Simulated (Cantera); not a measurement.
# Thermodynamics of silicon oxide and oxynitride deposition, feed SiCl₄ + O₃ + H₂ + NO

A closed system holds: 1 mol SiCl₄, 5.9 mol O₃, 2.9 mol H₂, 0.65 mol NO, at 75.0 Torr.

Cantera equilibrium calculation (NASA polynomials, part measured and part estimated; ideal gas, pure solids and liquids). Candidate condensed phases: H₂O, NH₄Cl, Si, SiO₂, Si₂N₂O, Si₃N₄; 47 gas species. The tables hold silica as quartz up to 1696 K and as liquid above; real silica turns to tridymite and cristobalite and melts near 1996 K. Rates play no part.

```json
[
 {"T (K)": "1073", "x O₂": "0.590", "x HCl": "0.251", "x H₂O": "0.102", "x Cl": "0.000601", "x Cl₂": "0.0312", "x N₂": "0.0255", "x OH": "1.01e-6", "x NO": "1.99e-5", "n SiO₂(β-quartz)": "1.00", "n SiO₂(condensed)": "0"},
 {"T (K)": "1173", "x O₂": "0.591", "x HCl": "0.267", "x H₂O": "0.0930", "x Cl": "0.00166", "x Cl₂": "0.0220", "x N₂": "0.0253", "x OH": "4.57e-6", "x NO": "4.77e-5", "n SiO₂(β-quartz)": "1.00", "n SiO₂(condensed)": "0"},
 {"T (K)": "1273", "x O₂": "0.592", "x HCl": "0.276", "x H₂O": "0.0874", "x Cl": "0.00382", "x Cl₂": "0.0155", "x N₂": "0.0252", "x OH": "1.64e-5", "x NO": "9.93e-5", "n SiO₂(β-quartz)": "1.00", "n SiO₂(condensed)": "0"},
 {"T (K)": "1373", "x O₂": "0.591", "x HCl": "0.280", "x H₂O": "0.0845", "x Cl": "0.00762", "x Cl₂": "0.0110", "x N₂": "0.0251", "x OH": "4.95e-5", "x NO": "0.000186", "n SiO₂(β-quartz)": "1.00", "n SiO₂(condensed)": "0"},
 {"T (K)": "1473", "x O₂": "0.589", "x HCl": "0.280", "x H₂O": "0.0840", "x Cl": "0.0135", "x Cl₂": "0.00772", "x N₂": "0.0249", "x OH": "0.000130", "x NO": "0.000319", "n SiO₂(β-quartz)": "1.00", "n SiO₂(condensed)": "0"},
 {"T (K)": "1573", "x O₂": "0.586", "x HCl": "0.276", "x H₂O": "0.0854", "x Cl": "0.0216", "x Cl₂": "0.00537", "x N₂": "0.0248", "x OH": "0.000305", "x NO": "0.000510", "n SiO₂(β-quartz)": "1.00", "n SiO₂(condensed)": "0"},
 {"T (K)": "1673", "x O₂": "0.582", "x HCl": "0.267", "x H₂O": "0.0885", "x Cl": "0.0320", "x Cl₂": "0.00370", "x N₂": "0.0246", "x OH": "0.000652", "x NO": "0.000768", "n SiO₂(β-quartz)": "1.00", "n SiO₂(condensed)": "0"},
 {"T (K)": "1773", "x O₂": "0.577", "x HCl": "0.256", "x H₂O": "0.0928", "x Cl": "0.0441", "x Cl₂": "0.00253", "x N₂": "0.0243", "x OH": "0.00129", "x NO": "0.00110", "n SiO₂(β-quartz)": "0", "n SiO₂(condensed)": "1.00"},
 {"T (K)": "1873", "x O₂": "0.571", "x HCl": "0.243", "x H₂O": "0.0979", "x Cl": "0.0577", "x Cl₂": "0.00172", "x N₂": "0.0240", "x OH": "0.00238", "x NO": "0.00152", "n SiO₂(β-quartz)": "0", "n SiO₂(condensed)": "1.000"}
]
```
x: gas mole fraction; n: condensed amount in mol.

From 1073 K to 1673 K the condensed part is SiO₂(β-quartz). From 1773 K to 1873 K the condensed part is SiO₂(condensed).
